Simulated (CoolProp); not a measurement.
Nitrous oxide along the isotherm 46.55 °C: fugacity coefficient from the reference equation and from simpler models built on Tc = 36.4 °C, pc = 7.245 MPa, ω = 0.161; each cubic takes its own stable root.

The numbers come from the reference Helmholtz-energy equation of state, Lemmon 2006 in CoolProp. It is a short technical equation, of lower accuracy than the large ones.

```json
[
 {"p (MPa)": "0.158", "phase": "gas", "reference": "0.9932", "van der Waals": "0.9940", "Redlich-Kwong": "0.9932"},
 {"p (MPa)": "0.239", "phase": "gas", "reference": "0.9897", "van der Waals": "0.9910", "Redlich-Kwong": "0.9898"},
 {"p (MPa)": "0.36", "phase": "gas", "reference": "0.9845", "van der Waals": "0.9864", "Redlich-Kwong": "0.9846"},
 {"p (MPa)": "0.543", "phase": "gas", "reference": "0.9767", "van der Waals": "0.9795", "Redlich-Kwong": "0.9768"},
 {"p (MPa)": "0.819", "phase": "gas", "reference": "0.9650", "van der Waals": "0.9691", "Redlich-Kwong": "0.9652"},
 {"p (MPa)": "1.24", "phase": "gas", "reference": "0.9471", "van der Waals": "0.9532", "Redlich-Kwong": "0.9474"},
 {"p (MPa)": "1.86", "phase": "gas", "reference": "0.9211", "van der Waals": "0.9299", "Redlich-Kwong": "0.9216"},
 {"p (MPa)": "2.81", "phase": "gas", "reference": "0.8817", "van der Waals": "0.8944", "Redlich-Kwong": "0.8823"},
 {"p (MPa)": "4.24", "phase": "gas", "reference": "0.8231", "van der Waals": "0.8407", "Redlich-Kwong": "0.8241"},
 {"p (MPa)": "6.4", "phase": "gas", "reference": "0.7351", "van der Waals": "0.7580", "Redlich-Kwong": "0.7367"},
 {"p (MPa)": "9.65", "phase": "supercritical", "reference": "0.5915", "van der Waals": "0.6139", "Redlich-Kwong": "0.5953"},
 {"p (MPa)": "14.6", "phase": "supercritical", "reference": "0.4410", "van der Waals": "0.4761", "Redlich-Kwong": "0.4520"},
 {"p (MPa)": "22", "phase": "supercritical", "reference": "0.3419", "van der Waals": "0.3896", "Redlich-Kwong": "0.3568"},
 {"p (MPa)": "33.1", "phase": "supercritical", "reference": "0.2814", "van der Waals": "0.3453", "Redlich-Kwong": "0.2990"},
 {"p (MPa)": "50", "phase": "supercritical", "reference": "0.2521", "van der Waals": "0.3436", "Redlich-Kwong": "0.2729"}
]
```
